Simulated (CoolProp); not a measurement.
cis-2-butene at several states: density (kg/m³) from the reference equation and from simpler models built on Tc = 162.6 °C, pc = 42.36 bar, ω = 0.202; each cubic takes its own stable root.

Model: reference Helmholtz-energy equation of state, Lemmon 2005, in CoolProp. It is a short technical equation, of lower accuracy than the large ones.

```json
[
 {"T (°C)": "-35.95", "p (bar)": "0.127", "phase": "gas", "reference": "0.3646", "Soave-Redlich-Kwong": "0.3634", "Peng-Robinson": "0.3635"},
 {"T (°C)": "-36.05", "p (bar)": "0.289", "phase": "liquid", "reference": "683.3", "Soave-Redlich-Kwong": "631.2", "Peng-Robinson": "711.3"},
 {"T (°C)": "88.95", "p (bar)": "60.8", "phase": "liquid", "reference": "545.3", "Soave-Redlich-Kwong": "498.3", "Peng-Robinson": "562.8"},
 {"T (°C)": "60.85", "p (bar)": "0.26", "phase": "gas", "reference": "0.5280", "Soave-Redlich-Kwong": "0.5278", "Peng-Robinson": "0.5279"},
 {"T (°C)": "105.95", "p (bar)": "10.7", "phase": "gas", "reference": "22.67", "Soave-Redlich-Kwong": "22.42", "Peng-Robinson": "22.70"},
 {"T (°C)": "-5.35", "p (bar)": "0.454", "phase": "gas", "reference": "1.168", "Soave-Redlich-Kwong": "1.162", "Peng-Robinson": "1.162"}
]
```
